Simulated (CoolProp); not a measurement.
A single-stage vapour-compression cycle with fluoroethane (R161): evaporating at 274.15 K (dew point), condensing at 342.15 K (bubble point), superheat 2 K, subcooling 5 K, compressor efficiency 0.7, no pressure losses. Each further row changes one setting.

Model: reference Helmholtz-energy equation of state, Wu 2012, in CoolProp.

```
case                              cooling COP  pressure ratio  discharge temperature (K)  refrigerating effect (kJ/kg)  volumetric capacity (kJ/m³)
--------------------------------  -----------  --------------  -------------------------  ----------------------------  ---------------------------
as stated                                1.98            5.82                      385.2                           231                         2420
evaporating temperature 279.15 K         2.23            4.96                      381.1                           235                         2870
condensing temperature 337.15 K          2.23            5.24                      378.4                           244                         2560
subcooling 10 K                          2.09            5.82                      385.2                           245                         2560
superheat 12 K                           1.99            5.82                      395.5                           245                         2440
compressor efficiency 0.6                1.70            5.82                      395.6                           231                         2420
```
